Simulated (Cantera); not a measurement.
N2O furnace oxynitridation

A perfectly stirred reactor is fed with N2O : H2 : N2 = 1 : 0.0036 : 8 (molar parts), at 0.563 atm; it is held at 1300 K, and followed from long to short residence time.

Model: GRI-Mech 3.0 (53 species, 325 reactions), integrated in Cantera. GRI-Mech 3.0 was tuned for natural gas; its chemistry of N2O as a main component is partial and can be far from experiment. The mechanism lacks the step 2 NO + O2 → 2 NO2, which can matter for NO2 below about 1400 K. The temperature is held fixed by assumption; the heat of reaction is taken as removed at once.

```json
[
 {"τ (s)": "0.32", "x N2O": "0.0682", "x H2": "8.88e-6", "x OH": "6.99e-6", "x H2O2": "5.86e-10", "x NO2": "3.37e-5"},
 {"τ (s)": "0.099", "x N2O": "0.0922", "x H2": "2.29e-5", "x OH": "8.79e-6", "x H2O2": "9.27e-10", "x NO2": "2.21e-5"},
 {"τ (s)": "0.031", "x N2O": "0.104", "x H2": "5.57e-5", "x OH": "1.10e-5", "x H2O2": "1.58e-9", "x NO2": "1.41e-5"},
 {"τ (s)": "0.0098", "x N2O": "0.109", "x H2": "0.000123", "x OH": "1.31e-5", "x H2O2": "2.94e-9", "x NO2": "6.61e-6"},
 {"τ (s)": "0.0031", "x N2O": "0.110", "x H2": "0.000230", "x OH": "1.38e-5", "x H2O2": "4.37e-9", "x NO2": "1.78e-6"},
 {"τ (s)": "0.00096", "x N2O": "0.111", "x H2": "0.000338", "x OH": "1.06e-5", "x H2O2": "2.95e-9", "x NO2": "2.43e-7"},
 {"τ (s)": "0.00030", "x N2O": "0.111", "x H2": "0.000389", "x OH": "4.70e-6", "x H2O2": "4.38e-10", "x NO2": "1.03e-8"}
]
```
x: mole fraction; the columns are a selection and need not sum to one.
